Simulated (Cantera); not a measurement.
## Ammonia decomposition in nitride growth gas

An isothermal, constant-pressure homogeneous reactor starts with 12.7 % NH3, 86.6 % H2, 0.662 % N2, at 2175 K and 0.0370 bar.

Computed with Cantera and the gas-phase N/H chemistry of the illustrative SiF4/NH3 mechanism in the Surface Chemkin manual (1991). Walls and surfaces, which speed up NH3 decomposition in real reactors, are not modelled.

```json
[
 {"t (s)": "3.00e-6", "x NH3": "0.127", "x H2": "0.866", "x H": "1.12e-6", "x N": "<1e-12", "x NH": "4.66e-12"},
 {"t (s)": "2.85e-5", "x NH3": "0.127", "x H2": "0.866", "x H": "1.19e-5", "x N": "<1e-12", "x NH": "1.45e-9"},
 {"t (s)": "0.000271", "x NH3": "0.127", "x H2": "0.866", "x H": "0.000114", "x N": "1.37e-9", "x NH": "1.71e-7"},
 {"t (s)": "0.00258", "x NH3": "0.127", "x H2": "0.865", "x H": "0.00101", "x N": "9.44e-7", "x NH": "1.32e-5"},
 {"t (s)": "0.0245", "x NH3": "0.112", "x H2": "0.873", "x H": "0.00169", "x N": "3.78e-6", "x NH": "3.19e-5"},
 {"t (s)": "0.233", "x NH3": "0.0327", "x H2": "0.916", "x H": "0.00270", "x N": "4.05e-6", "x NH": "2.21e-5"},
 {"t (s)": "2.21", "x NH3": "2.77e-6", "x H2": "0.914", "x H": "0.0243", "x N": "2.63e-7", "x NH": "1.56e-7"},
 {"t (s)": "21.0", "x NH3": "1.81e-7", "x H2": "0.914", "x H": "0.0244", "x N": "1.73e-8", "x NH": "1.03e-8"},
 {"t (s)": "200", "x NH3": "1.23e-7", "x H2": "0.914", "x H": "0.0244", "x N": "1.18e-8", "x NH": "6.99e-9"}
]
```
x: mole fraction; the columns are a selection and need not sum to one.

Equilibrium at this temperature and pressure: NH3 1.23e-7, H2 0.914, H 0.0244, N 1.18e-8, NH 6.99e-9 (gas phase only).
